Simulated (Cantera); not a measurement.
# Adiabatic ignition

An adiabatic, constant-pressure homogeneous reactor starts with H2 : O2 : N2 : NO = 1 : 0.667 : 2 : 0.0056 (molar parts), at 1100 K and 10.0 bar.

Cantera simulation using GRI-Mech 3.0 (53 species, 325 reactions); the numbers are that mechanism's predictions, not measurements. The hydrogen kinetics of GRI-Mech 3.0 are dated; newer H2 mechanisms differ, most at raised pressure. The mechanism lacks 2 NO + O2 → 2 NO2 and HONO, so NO2 and the effect of NO are under-described below about 1400 K.

| t (s) | T (K) | x H2 | x O2 | x NO | x O | x N2 |
|---|---|---|---|---|---|---|
| 6.00e-6 | 1100 | 0.272 | 0.182 | 0.00152 | 1.44e-9 | 0.545 |
| 2.14e-5 | 1100 | 0.272 | 0.182 | 0.00152 | 5.67e-8 | 0.545 |
| 7.61e-5 | 2820 | 0.0100 | 0.0494 | 0.00194 | 0.00428 | 0.621 |
| 0.000271 | 2815 | 0.00981 | 0.0466 | 0.00815 | 0.00395 | 0.618 |
| 0.000965 | 2807 | 0.00981 | 0.0437 | 0.0144 | 0.00371 | 0.615 |
| 0.00343 | 2806 | 0.00982 | 0.0435 | 0.0150 | 0.00369 | 0.615 |
| 0.0122 | 2806 | 0.00982 | 0.0435 | 0.0150 | 0.00369 | 0.615 |
| 0.0435 | 2806 | 0.00982 | 0.0435 | 0.0150 | 0.00369 | 0.615 |
| 0.155 | 2806 | 0.00982 | 0.0435 | 0.0150 | 0.00369 | 0.615 |
| 0.552 | 2806 | 0.00982 | 0.0435 | 0.0150 | 0.00369 | 0.615 |
| 1.97 | 2806 | 0.00982 | 0.0435 | 0.0150 | 0.00369 | 0.615 |
| 7.00 | 2806 | 0.00982 | 0.0435 | 0.0150 | 0.00369 | 0.615 |
x: mole fraction; the columns are a selection and need not sum to one.

| Quantity | Result |
|---|---|
| time of steepest temperature rise | 70.3 µs |
| temperature at 7.00 s | 2806 K |
| equilibrium temperature | 2806 K |
| x(H2) at 7.00 s | 0.00982 (gas-phase equilibrium 0.00982) |
| x(O2) at 7.00 s | 0.0435 (gas-phase equilibrium 0.0435) |
| x(NO) at 7.00 s | 0.0150 (gas-phase equilibrium 0.0150) |
